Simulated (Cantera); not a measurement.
# Equilibrium for roasting and sulfation: FeS + H2S + H2O

Input: 1 mol FeS, 0.4 mol H2S, 8.9 mol H2O, at 500 °C and 0.100 bar.

These are equilibrium values from Cantera (NASA tables, ideal gas, pure condensed phases), not measurements of a reactor. Candidate condensed phases: Fe, FeO, Fe(OH)2, Fe(OH)3, FeS, FeSO4, FeS2, Fe2O3, Fe2(SO4)3, Fe3O4, H2O, H2SO4, S; 22 gas species. FeS: taken at fixed stoichiometry. Gases not in the tables: S3 to S7. The numbers say what is thermodynamically allowed, not how fast it happens.

```yaml
x(H2O): 0.955
x(H2S): 0.0412
x(H2): 0.00273
x(SO2): 0.000494
x(S2): 0.000225
x(S2O): 1.54e-6
n(FeS(s)): 0.993 mol
n(FeS2(s)): 0.00739 mol
gas_amount: 9.307 mol
log10 activity of S(l) (absent): -1.87
log10 activity of Fe(α) (absent): -5.14
log10 activity of Fe(OH)2(s) (absent): -6.63
```
